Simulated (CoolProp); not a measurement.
A Linde-Hampson liquefier for ethylene: isothermal reversible compression at 320 K from 1 atm to 25 MPa, throttling to 1 atm, return gas leaving the recuperator 10 K below the feed. Each further row changes one setting.

The numbers come from the reference Helmholtz-energy equation of state, Smukala 2000 in CoolProp.

| case | liquid yield per pass | compression work (kJ/kg of gas) |
|---|---|---|
| as stated | 0.412 | 432 |
| high pressure 50 MPa | 0.407 | 491 |
| warm-end temperature 350 K | 0.333 | 498 |
| warm-end gap 15 K | 0.405 | 432 |
